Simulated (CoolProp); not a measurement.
The numbers come from the reference Helmholtz-energy equation of state, Lemmon and Jacobsen 2000 in CoolProp.

Task: For R143a, give the phase and the Joule-Thomson coefficient (K/MPa), viscosity (µPa s) at 141.55 °C and 2490 kPa.

Result: 
- 141.55 °C and 2490 kPa: gas; Joule-Thomson coefficient 7.12, viscosity 16.6

Viscosity comes from a separate model (Klein 1997), an estimate that may be off by 10 % or more.
